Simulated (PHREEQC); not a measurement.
Consider water at 25 °C with 0.094 mol/kgw HF, 0.00036 mol/kgw H2SiF6, 0.046 mol/kgw HBF4 and 0.13 mol/kgw HNO3. Closed to the air; pH follows from the charge balance.

Computed with PHREEQC (ion-association model, phreeqc.dat).

No solid was allowed to form.

**Question.** Order these F species by the share of F that they hold, largest first: F-, BF3OH-, BF4-, SiF6-2, HF.

**Answer.** BF4- (65 %), HF (33 %), SiF6-2 (0.77 %), F- (0.23 %), BF3OH- (0.18 %)

The pH is 0.85 and the ionic strength 0.178 mol/kgw. SiF6-2 is the database's only silicon fluoride. Real BF4- forms and hydrolyses slowly; the run takes it at equilibrium.
